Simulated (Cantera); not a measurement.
A closed system holds: 1 mol Si2H6, 21 mol N2, equilibrated at 1150 °C and 488 Torr.

Method: chemical equilibrium by Gibbs-energy minimisation in Cantera with the NASA 1993 tables (ideal gas, pure condensed phases). Candidate condensed phases: Si, Si3N4; 18 gas species. The feed counts by its element totals alone. N2 is the only nitrogen source here; it is nearly inert below about 1500 K, so the nitride shown seldom forms there in practice. Rates play no part.

Base state: N2 0.868, H2 0.132 (mole fractions); condensed: Si3N4(s).

### Question
What changes in the equilibrium state with this change: Si2H6 replaced by SiHCl3?

### Answer
| species | before | after |
|---|---|---|
| N2 | 0.868 | 0.933 |
| HCl | 0 | 0.0389 |
| SiCl4 | 0 | 0.0218 |
| H2 | 0.132 | 0.00301 |
| SiCl3 | 0 | 0.00229 |
| SiCl2 | 0 | 0.000953 |
| SiHCl3 | 0 | 0.000131 |
| Si3N4(s), mol | 0.667 | 0.147 |
The tables' values for SiCl3 are old estimates; treat these amounts as uncertain. Further candidate phases: NH4Cl.
